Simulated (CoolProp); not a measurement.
Isohexane along the isotherm 76.05 °C: density (kg/m³) from the reference equation and from simpler models built on Tc = 224.6 °C, pc = 3043 kPa, ω = 0.280; each cubic takes its own stable root.

The numbers come from the reference Helmholtz-energy equation of state, Lemmon 2006 in CoolProp. It is a short technical equation, of lower accuracy than the large ones.

```json
[
 {"p (kPa)": "3040", "phase": "liquid", "reference": "604.3", "van der Waals": "372.8", "Redlich-Kwong": "534.4", "Soave-Redlich-Kwong": "555.4", "Peng-Robinson": "627.5"},
 {"p (kPa)": "6090", "phase": "liquid", "reference": "609.4", "van der Waals": "383.6", "Redlich-Kwong": "544.5", "Soave-Redlich-Kwong": "563.1", "Peng-Robinson": "635.0"},
 {"p (kPa)": "9130", "phase": "liquid", "reference": "614.1", "van der Waals": "392.0", "Redlich-Kwong": "553.2", "Soave-Redlich-Kwong": "(withheld)", "Peng-Robinson": "641.6"},
 {"p (kPa)": "12200", "phase": "liquid", "reference": "618.6", "van der Waals": "398.9", "Redlich-Kwong": "(withheld)", "Soave-Redlich-Kwong": "575.9", "Peng-Robinson": "647.7"},
 {"p (kPa)": "15200", "phase": "liquid", "reference": "622.6", "van der Waals": "404.6", "Redlich-Kwong": "567.5", "Soave-Redlich-Kwong": "(withheld)", "Peng-Robinson": "653.0"},
 {"p (kPa)": "18300", "phase": "liquid", "reference": "626.6", "van der Waals": "409.7", "Redlich-Kwong": "573.6", "Soave-Redlich-Kwong": "586.4", "Peng-Robinson": "658.0"},
 {"p (kPa)": "21300", "phase": "liquid", "reference": "630.3", "van der Waals": "414.0", "Redlich-Kwong": "579.0", "Soave-Redlich-Kwong": "590.8", "Peng-Robinson": "662.5"},
 {"p (kPa)": "24300", "phase": "liquid", "reference": "633.7", "van der Waals": "417.8", "Redlich-Kwong": "584.0", "Soave-Redlich-Kwong": "595.0", "Peng-Robinson": "666.7"},
 {"p (kPa)": "27400", "phase": "liquid", "reference": "637.1", "van der Waals": "421.4", "Redlich-Kwong": "588.6", "Soave-Redlich-Kwong": "599.0", "Peng-Robinson": "670.7"},
 {"p (kPa)": "30400", "phase": "liquid", "reference": "640.3", "van der Waals": "424.5", "Redlich-Kwong": "592.8", "Soave-Redlich-Kwong": "602.5", "Peng-Robinson": "674.3"}
]
```

Problem. Complete the blanks.

Solution. 
- 9130, Soave-Redlich-Kwong: 569.8
- 12200, Redlich-Kwong: 560.8
- 15200, Soave-Redlich-Kwong: 581.3
